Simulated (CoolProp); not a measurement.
Vapour pressure (MPa) of n-dodecane: the reference equation beside estimates from Tc = 658.1 K, pc = 1.818 MPa, ω = 0.574. Clausius-Clapeyron is anchored at 529.7 K with a constant enthalpy of vaporisation of 38.97 kJ/mol.

Values from CoolProp's reference Helmholtz-energy equation of state, Lemmon 2004. It is a short technical equation, of lower accuracy than the large ones.

```
T (K)  reference  Lee-Kesler  Clausius-Clapeyron  Redlich-Kwong  Soave-Redlich-Kwong  Peng-Robinson
-----  ---------  ----------  ------------------  -------------  -------------------  -------------
522.1     0.2079      0.2096              0.2128         0.4211               0.2114         0.2106
525.9     0.2245      0.2263              0.2270         0.4435               0.2285         0.2274
529.7     0.2420      0.2440              0.2420         0.4667               0.2466         0.2452
533.5     0.2607      0.2628              0.2578         0.4908               0.2658         0.2641
537.3     0.2804      0.2827              0.2743         0.5157               0.2861         0.2841
541.1     0.3013      0.3037              0.2916         0.5414               0.3076         0.3053
544.9     0.3233      0.3259              0.3098         0.5680               0.3303         0.3276
548.6     0.3460      0.3486              0.3283         0.5948               0.3536         0.3506
552.4     0.3705      0.3733              0.3482         0.6231               0.3789         0.3755
556.2     0.3963      0.3993              0.3690         0.6524               0.4055         0.4018
560       0.4236      0.4266              0.3907         0.6825               0.4336         0.4294
```

Absolute difference from the reference over all 11 rows, mean and median: Lee-Kesler 0.8 and 0.8 %, Clausius-Clapeyron 3.6 and 3.2 %, Redlich-Kwong 80.6 and 79.7 %, Soave-Redlich-Kwong 2.1 and 2.1 %, Peng-Robinson 1.3 and 1.3 %.
